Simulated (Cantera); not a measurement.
What does this Cantera script print?

```python
import numpy as np
import cantera as ct

gas_names = """
    H H2 N NH NH2 NH3 N2 N2H2 N2H4 Ni
""".split()
cond_names = """
    Ni(cr) Ni(L)
""".split()


# ... load() reads the species with a 1 bar reference pressure and builds the phases ...
atoms = {
    'Ni': {'Ni': 1},
    'NH3': {'N': 1, 'H': 3},
    'N2': {'N': 2},
}
top_T = {}  # K; cautious upper limits of use, not melting points


# ... equilibrate(T, P, feed) seeds the gas with the atoms and calls Mixture.equilibrate('TP', solver="vcs", rtol=1e-11, max_steps=5000) ...
results = []
feed = {'Ni': 1, 'NH3': 0.52, 'N2': 3.4}  # mol
P = 13332.2  # Pa
for T in [1548, 1598, 1648, 1698, 1748, 1798, 1848, 1898, 1948, 1998, 2048]:
    mix = equilibrate(T, P, feed)
    results.append((T, P, feed, dict(zip(mix.species_names, mix.species_moles))))

top = {s: max(r[3][s] / sum(r[3][g] for g in gas_names) for r in results) for s in gas_names}
cols = sorted((s for s in top if top[s] > 0.001), key=lambda s: -top[s])[:8]
seen = [c for c in cond_names if any(r[3].get(c, 0) > 1e-12 for r in results)]
print("log10 of partial pressures in bar; condensed amounts in mol")
print(f"{'T/K':>10s}" + "".join(f"{s[:9]:>10s}" for s in cols + seen))
for T, P, feed, n in results:
    ng = sum(n[g] for g in gas_names)
    print(f"{T:10.4g}" + "".join(f"{np.log10(max(n[s] / ng * P / 1e5, 1e-99)):10.3f}" for s in cols)
          + "".join(f"{n.get(c, 0):10.4g}" for c in seen))
```

Result:

```
log10 of partial pressures in bar; condensed amounts in mol
       T/K        N2        H2         H        Ni    Ni(cr)     Ni(L)
      1548    -0.959    -1.630    -5.327    -6.835         1         0
      1598    -0.959    -1.630    -5.089    -6.392         1         0
      1648    -0.959    -1.631    -4.866    -5.976         1         0
      1698    -0.959    -1.631    -4.655    -5.585    0.9999         0
      1748    -0.959    -1.631    -4.457    -5.224         0    0.9998
      1798    -0.959    -1.631    -4.269    -4.892         0    0.9996
      1848    -0.959    -1.631    -4.091    -4.578         0    0.9991
      1898    -0.959    -1.632    -3.923    -4.282         0    0.9983
      1948    -0.960    -1.633    -3.763    -4.001         0    0.9967
      1998    -0.960    -1.634    -3.612    -3.735         0    0.9938
      2048    -0.961    -1.635    -3.467    -3.482         0     0.989
```

Equilibrium computed with Cantera from the NASA thermochemical tables; the gas is ideal and each condensed phase is pure.
